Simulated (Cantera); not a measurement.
Feed: 1 mol borazine, 40 mol H2, held at 27.0 Pa.

Cantera equilibrium calculation (NASA polynomials, part measured and part estimated; ideal gas, pure solids and liquids). Candidate condensed phases: B, BN; 15 gas species. The feed counts by its element totals alone. Mutual solubility and eutectic melting of coexisting phases are not modelled. Equilibrium is a limit: real reactors are often held back by kinetics, nucleation or transport.

Task: Which condensed phases are stable at each of these points (T (°C)): 727, 827, 927, 1027, 1127, 1227, 1327, 1427, 1527, 1627?

Result: 
```csv
T (°C),condensed phases,B condensed (%)
727,BN(s),100.0
827,BN(s),100.0
927,BN(s),100.0
1027,BN(s),100.0
1127,BN(s),100.0
1227,B(s) + BN(s),100.0
1327,B(s) + BN(s),100.0
1427,B(s) + BN(s),99.9
1527,B(s) + BN(s),99.8
1627,B(s),99.5
```

From 727 °C to 1127 °C the condensed part is BN(s). From 1227 °C to 1527 °C the condensed part is B(s) + BN(s). At 1627 °C the condensed part is B(s).
